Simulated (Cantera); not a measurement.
An adiabatic, constant-pressure homogeneous reactor starts with CO : H2 : CH4 : O2 : N2 = 1 : 0.069 : 0.24 : 0.922 : 10.1 (molar parts), equivalence ratio 1.1, at 1475 K and 210 Torr. Integrator tolerance rtol = 1e-08.

Cantera simulation using GRI-Mech 3.0 (53 species, 325 reactions); the numbers are that mechanism's predictions, not measurements.

What does this change do: initial temperature 1475 to 1750 K?


| quantity | before | after |
|---|---|---|
| time of steepest temperature rise | 2.06 ms | 0.501 ms |
| temperature at 4.00 s | 2308 K | 2450 K |
| equilibrium temperature | 2308 K | 2450 K |
| x(CO) at 4.00 s | 0.0262 (gas-phase equilibrium 0.0262) | 0.0371 (gas-phase equilibrium 0.0371) |
| x(H2) at 4.00 s | 0.00251 (gas-phase equilibrium 0.00251) | 0.00359 (gas-phase equilibrium 0.00359) |
| x(CH4) at 4.00 s | <1e-12 (gas-phase equilibrium <1e-12) | <1e-12 (gas-phase equilibrium <1e-12) |
| x(C2H2) at 4.00 s | <1e-12 (gas-phase equilibrium <1e-12) | <1e-12 (gas-phase equilibrium <1e-12) |
| x(C2H6) at 4.00 s | <1e-12 (gas-phase equilibrium <1e-12) | <1e-12 (gas-phase equilibrium <1e-12) |
| x(C2H) at 4.00 s | <1e-12 (gas-phase equilibrium <1e-12) | <1e-12 (gas-phase equilibrium <1e-12) |

What does this change do: O2 0.922 to 2.3 parts?


| quantity | before | after |
|---|---|---|
| time of steepest temperature rise | 2.06 ms | 0.803 ms |
| temperature at 4.00 s | 2308 K | 2312 K |
| equilibrium temperature | 2308 K | 2312 K |
| x(CO) at 4.00 s | 0.0262 (gas-phase equilibrium 0.0262) | 0.00678 (gas-phase equilibrium 0.00678) |
| x(H2) at 4.00 s | 0.00251 (gas-phase equilibrium 0.00251) | 0.000527 (gas-phase equilibrium 0.000527) |
| x(CH4) at 4.00 s | <1e-12 (gas-phase equilibrium <1e-12) | <1e-12 (gas-phase equilibrium <1e-12) |
| x(C2H2) at 4.00 s | <1e-12 (gas-phase equilibrium <1e-12) | <1e-12 (gas-phase equilibrium <1e-12) |
| x(C2H6) at 4.00 s | <1e-12 (gas-phase equilibrium <1e-12) | <1e-12 (gas-phase equilibrium <1e-12) |
| x(C2H) at 4.00 s | <1e-12 (gas-phase equilibrium <1e-12) | <1e-12 (gas-phase equilibrium <1e-12) |
